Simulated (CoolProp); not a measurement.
Ethylene along the isobar 0.248 MPa: fugacity coefficient from the reference equation and from simpler models built on Tc = 9.2 °C, pc = 5.042 MPa, ω = 0.087; each cubic takes its own stable root.

Values from CoolProp's reference Helmholtz-energy equation of state, Smukala 2000.

| T (°C) | phase | reference | van der Waals | Redlich-Kwong | Soave-Redlich-Kwong | Peng-Robinson |
|---|---|---|---|---|---|---|
| -147.85 | liquid | 0.01064 | 0.2381 | 0.007527 | 0.01054 | 0.01185 |
| -113.45 | liquid | 0.2191 | 0.9460 | 0.2155 | 0.2172 | 0.2250 |
| -79.15 | gas | 0.9485 | 0.9650 | 0.9526 | 0.9520 | 0.9496 |
| -44.85 | gas | 0.9686 | 0.9759 | 0.9696 | 0.9691 | 0.9669 |
| -10.55 | gas | 0.9794 | 0.9826 | 0.9794 | 0.9793 | 0.9773 |
| 23.75 | gas | 0.9858 | 0.9871 | 0.9856 | 0.9857 | 0.9839 |
| 58.05 | gas | 0.9900 | 0.9902 | 0.9896 | 0.9899 | 0.9883 |
| 92.35 | gas | 0.9927 | 0.9924 | 0.9923 | 0.9928 | 0.9914 |
| 126.75 | gas | 0.9947 | 0.9940 | 0.9942 | 0.9949 | 0.9936 |
| 161.05 | gas | 0.9961 | 0.9952 | 0.9956 | 0.9963 | 0.9952 |

At some of these states van der Waals gives the other phase, because its saturation line lies elsewhere.
